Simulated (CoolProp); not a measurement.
R407C along the isotherm 500 K: Z from the reference equation and from simpler models built on Tc = 359.3 K, pc = 4632 kPa, ω = 0.363; each cubic takes its own stable root.

Computed with CoolProp (reference Helmholtz-energy equation of state, Lemmon 2003). It is a pseudo-pure fit of the blend.

```csv
p (kPa),phase,reference
1450,gas,0.9674
2890,gas,0.9355
4340,gas,0.9044
5790,supercritical,0.8746
7240,supercritical,0.8470
8680,supercritical,0.8224
10100,supercritical,0.8016
11600,supercritical,0.7842
```

Task: How far does each simpler model (Redlich-Kwong, Soave-Redlich-Kwong, Peng-Robinson) lie from the reference over these 8 states: mean and median of the absolute difference, and the worst?

Result: 
- Redlich-Kwong: mean 3.2 %, median 3.4 %, worst -5.1 % at 500 K and 11600 kPa
- Soave-Redlich-Kwong: mean 4.8 %, median 4.4 %, worst +9.6 % at 500 K and 11600 kPa
- Peng-Robinson: mean 1.6 %, median 1.2 %, worst +4.5 % at 500 K and 11600 kPa
